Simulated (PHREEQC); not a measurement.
# Metal-bearing waste water: an equilibrium model

Dissolve 0.0028 mol/kgw FeCl3, 0.037 mol/kgw H3AsO4, 0.0057 mol/kgw NaF and 0.00012 mol/kgw Na2SO4 at 56 °C. Closed to the air; pH follows from the charge balance.

Model: ion-association model, wateq4f.dat, run in PHREEQC.

```yaml
pH: 2.02
ionic_strength: 0.0217 mol/kgw
total_alkalinity: -42.6 meq/kg
```

| species | molality | activity | log γ |
|---|---|---|---|
| H3AsO4 | 0.0251 | 0.0252 | 0.002 |
| H2AsO4- | 0.0119 | 0.0102 | -0.066 |
| H+ | 0.0108 | 0.00947 | -0.055 |
| Cl- | 0.00839 | 0.00718 | -0.068 |
| Na+ | 0.00594 | 0.00511 | -0.065 |
| FeF2+ | 0.00160 | 0.00138 | -0.064 |
| HF | 0.00110 | 0.00111 | 0.002 |
| FeF+2 | 0.00103 | 0.000574 | -0.256 |
| FeF3 | 0.000104 | 0.000104 | 0.002 |
| HSO4- | 6.41e-5 | 5.52e-5 | -0.065 |
| SO4-2 | 5.11e-5 | 2.83e-5 | -0.257 |
| F- | 5.06e-5 | 4.33e-5 | -0.068 |
| FeOH+2 | 3.49e-5 | 1.94e-5 | -0.256 |
| Fe+3 | 1.71e-5 | 5.45e-6 | -0.497 |
| FeCl+2 | 5.19e-6 | 2.88e-6 | -0.256 |

This is a speciation only: nothing precipitates in the calculation. Examples of supersaturated solids here: Hematite (slow to form), Goethite (slow to form). Others may be too. The database's scorodite may be far more soluble than the real mineral, and it has no iron arsenate complexes; the constant wasn't checked at its source. At this temperature some constants are extrapolated from 25 °C, and those without enthalpy data are left unchanged. Fluoro complexes past AlF4- and FeF3 are missing from the database.
